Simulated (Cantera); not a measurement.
Input (Python, Cantera):

```python
import numpy as np
import cantera as ct

gas = ct.Solution("gri30.yaml")


def delay(T, t_max=10):
    gas.TPX = T, 3000000, {'CH4': 1, 'C2H6': 0.12, 'O2': 4.25, 'N2': 16}
    reactor = ct.IdealGasReactor(gas, clone=False)
    net = ct.ReactorNet([reactor])
    net.rtol, net.atol = 1e-8, 1e-16
    while net.time < t_max:
        t_old, T_old = net.time, reactor.T
        net.step()
        if reactor.T > T + 400:  # ignition: a rise of 400 K
            return t_old + (T + 400 - T_old) / (reactor.T - T_old) * (net.time - t_old)
    return np.nan


taus = []
for T in [1323, 1398, 1473, 1548, 1623, 1698]:
    taus.append(delay(T))
    print(f"T0 = {T:6g} K   tau = {taus[-1]:.4e} s")
```

Result:

```
T0 =   1323 K   tau = 1.0959e-04 s
T0 =   1398 K   tau = 5.1071e-05 s
T0 =   1473 K   tau = 2.5886e-05 s
T0 =   1548 K   tau = 1.4029e-05 s
T0 =   1623 K   tau = 8.0254e-06 s
T0 =   1698 K   tau = 4.8083e-06 s
```

Cantera simulation using GRI-Mech 3.0 (53 species, 325 reactions); the numbers are that mechanism's predictions, not measurements. The pressure lies above the range GRI-Mech 3.0 was tuned for (to about 10 atm).
